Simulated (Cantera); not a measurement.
A Cantera script and what it prints.

```python
import numpy as np
import cantera as ct

gas_names = """
    Hg N NO NO2 NO3 N2 N2O O O2 O3
""".split()
cond_names = """
    Hg(cr) Hg(L) HgO(s)
""".split()


# ... load() reads the species with a 1 bar reference pressure and builds the phases ...
atoms = {
    'HgO': {'Hg': 1, 'O': 1},
    'O2': {'O': 2},
    'N2': {'N': 2},
}
top_T = {}  # K; cautious upper limits of use, not melting points


# ... equilibrate(T, P, feed) seeds the gas with the atoms and calls Mixture.equilibrate('TP', solver="vcs", rtol=1e-11, max_steps=5000) ...
results = []
feed = {'HgO': 1, 'O2': 0.78, 'N2': 0.25}  # mol
T = 673  # K
P = 190000  # Pa
mix = equilibrate(T, P, feed)
results.append((T, P, feed, dict(zip(mix.species_names, mix.species_moles))))
print(gas.report(threshold=0.001))
for i in range(1, mix.n_phases):
    print(f"{mix.phase(i).name:16s} {mix.phase_moles(i):12.5e} mol")
```

It prints:

```
       temperature   673 K
          pressure   1.9e+05 Pa
           density   1.2357 kg/m^3
  mean mol. weight   36.393 kg/kmol
   phase of matter   gas

                          1 kg             1 kmol
                     ---------------   ---------------
          enthalpy        3.6576e+05        1.3311e+07  J
   internal energy          2.12e+05        7.7153e+06  J
           entropy            6206.4        2.2587e+05  J/K
    Gibbs function       -3.8112e+06        -1.387e+08  J
 heat capacity c_p            875.72             31870  J/K
 heat capacity c_v            647.25             23555  J/K

                      mass frac. Y      mole frac. X     chem. pot. / RT
                     ---------------   ---------------   ---------------
                Hg           0.17379           0.03153           -13.533
                N2             0.178           0.23124           -24.775
                O2           0.64821           0.73723           -25.272
     [   +7 minor]        9.2743e-07         7.866e-07

Hg(L)             0.00000e+00 mol
HgO(s)            9.65912e-01 mol
```

These are equilibrium values from Cantera (NASA tables, ideal gas, pure condensed phases), not measurements of a reactor.
